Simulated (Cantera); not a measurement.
A perfectly stirred reactor is fed with 5.25 % CH4, 0.352 % H2, 19.8 % O2, 74.6 % N2, equivalence ratio 0.54, at 9.87 atm; it is adiabatic with a 325 K inlet, and is followed from long to short residence time, starting on the burning branch (τ in s: 0.25, 0.081, 0.026, 0.0083, 0.0026, 0.00084, 0.00027, 8.6e-05, 2.7e-05, 8.7e-06).

Model: GRI-Mech 3.0 (53 species, 325 reactions), integrated in Cantera.

**Question.** Predict: blow-out, bracketed by the residence times tried; x(CH4) at τ = 0.250 s; x(H2) at τ = 0.250 s; x(O2) at τ = 0.250 s; x(C2H6) at τ = 0.250 s; x(CH4) at τ = 0.840 ms; x(H2) at τ = 0.840 ms; x(O2) at τ = 0.840 ms.

**Answer.** 
```json
{
  "blow_out_bracketed_by_the_residence_times_tried": "burning at 2.60 ms, out at 0.840 ms",
  "x(CH4) at τ = 0.250 s": "7.58e-6",
  "x(H2) at τ = 0.250 s": "3.78e-6",
  "x(O2) at τ = 0.250 s": "0.0914",
  "x(C2H6) at τ = 0.250 s": "2.09e-9",
  "x(CH4) at τ = 0.840 ms": "0.0525",
  "x(H2) at τ = 0.840 ms": "0.00352",
  "x(O2) at τ = 0.840 ms": "0.198"
}
```
